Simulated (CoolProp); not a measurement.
Values from CoolProp's reference Helmholtz-energy equation of state, Zhou 2012.

Question: Give the vapour pressure (kPa), enthalpy of vaporisation (kJ/kg), vapour Z, liquid viscosity (µPa s) of saturated p-xylene at 451.3 K.

Answer: 
```tsv
T (K)	p (kPa)	enthalpy of vaporisation (kJ/kg)	vapour Z	liquid viscosity (µPa s)
451.3	264	310	0.910	167
```

Viscosity comes from a separate model (Balogun 2015).
